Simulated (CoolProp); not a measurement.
Nitrogen at 825.66 K and 0.982 MPa flows at 0.28 m/s in a round tube of 12.7 mm bore and 0.25 µm roughness, fully developed (64/Re and Nu = 3.66 if laminar; Colebrook and Gnielinski if turbulent). Each further row changes one setting.

Values from CoolProp's reference Helmholtz-energy equation of state, Span 2000.

| case | Reynolds number | Darcy friction factor | pressure drop (Pa/m) | heat-transfer coefficient (W/(m² K)) | mass flow (kg/h) |
|---|---|---|---|---|---|
| as stated | 387 | 0.165 | 2.04 | 16.4 | 0.510 |
| velocity 0.56 m/s | 774 | 0.0827 | 4.07 | 16.4 | 1.02 |
| diameter 25.4 mm | 774 | 0.0827 | 0.509 | 8.20 | 2.04 |

Viscosity comes from a separate model (Lemmon 2004). Thermal conductivity comes from a separate model (Lemmon 2004).
